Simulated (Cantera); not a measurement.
Input (Python, Cantera) and output of one run.

```python
import numpy as np
import cantera as ct

gas_names = """
    O3 H H2O2
""".split()
cond_names = """
    V2O3(s) V2O3(L) V(cr) V(L) V2O5(s) V2O5(L)
""".split()


# ... load() reads the species with a 1 bar reference pressure and builds the phases ...
species = {s.name: s for s in load("nasa_gas.yaml", gas_names) + load("nasa_condensed.yaml", cond_names)}
# Each term lists the table entries of one substance; the one whose range holds T is used.
reactions = {
    'V2O3 = O3(g) + 2 V':
        [(-1, ['V2O3(s)', 'V2O3(L)']), (1, ['O3']), (2, ['V(cr)', 'V(L)'])],
    '10 H(g) + 2 V2O5 = 4 V + 5 H2O2(g)':
        [(-10, ['H']), (-2, ['V2O5(s)', 'V2O5(L)']), (4, ['V(cr)', 'V(L)']), (5, ['H2O2'])],
}


def pick(names, T):
    return next(species[n] for n in names if species[n].thermo.min_temp <= T <= species[n].thermo.max_temp)


results = []
for label, terms in reactions.items():
    print(label)
    print("     T/K   dH/kJ  dS/(J/K)   dG/kJ   log10 K")
    for T in [1798, 1948, 2098, 2248, 2398, 2548, 2698, 2848]:
        used = [(nu, pick(names, T)) for nu, names in terms]
        dH = sum(nu * s.thermo.h(T) for nu, s in used) / 1e6
        dS = sum(nu * s.thermo.s(T) for nu, s in used) / 1e3
        dG = dH - T * dS / 1e3
        logK = -dG * 1e6 / (ct.gas_constant * T * np.log(10))
        results.append((label, T, dH, dS, dG, logK, [s.name for _, s in used]))
        print(f"{T:8g} {dH:8.1f} {dS:8.1f} {dG:8.1f} {logK:8.2f}")
```

Output:

```
V2O3 = O3(g) + 2 V
     T/K   dH/kJ  dS/(J/K)   dG/kJ   log10 K
    1798   1326.5    159.2   1040.3   -30.22
    1948   1323.3    157.5   1016.5   -27.26
    2098   1320.5    156.1    993.0   -24.72
    2248   1364.1    176.0    968.4   -22.50
    2398   1246.7    125.8    945.0   -20.58
    2548   1249.0    126.7    926.0   -18.98
    2698   1251.7    127.8    907.0   -17.56
    2848   1254.9    128.9    887.7   -16.28
10 H(g) + 2 V2O5 = 4 V + 5 H2O2(g)
     T/K   dH/kJ  dS/(J/K)   dG/kJ   log10 K
    1798    -94.9   -525.4    849.9   -24.69
    1948   -105.1   -530.9    929.1   -24.91
    2098   -113.2   -534.9   1009.1   -25.12
    2248    -27.3   -495.7   1087.1   -25.26
    2398    -31.0   -497.3   1161.6   -25.30
    2548    -34.2   -498.6   1236.3   -25.34
    2698    -36.8   -499.6   1311.1   -25.38
    2848    -39.0   -500.4   1386.1   -25.42
```

Cantera with NASA thermochemical tables; ideal gases at 1 bar, condensed phases pure. Condensed species are held in their standard states even where they would react or evaporate.
